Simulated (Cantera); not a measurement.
Equilibrium for halide evaporation, hydrolysis and transport: PbF₂ + N₂

Feed: 1 mol PbF₂, 0.17 mol N₂, equilibrated at 1475 K and 0.200 bar.

These are equilibrium values from Cantera (NASA tables, ideal gas, pure condensed phases), not measurements of a reactor. Candidate condensed phases: Pb, PbF₂; 12 gas species. Kinetics and transport are ignored.

| Item | Result |
|---|---|
| x(PbF₂) | 0.498 |
| x(PbF₄) | 0.199 |
| x(N₂) | 0.157 |
| x(Pb) | 0.0961 |
| x(PbF) | 0.0499 |
| x(Pb₂) | 3.42e-5 |
| n(Pb(l)) | 0.0847 mol |
| gas amount | 1.085 mol |
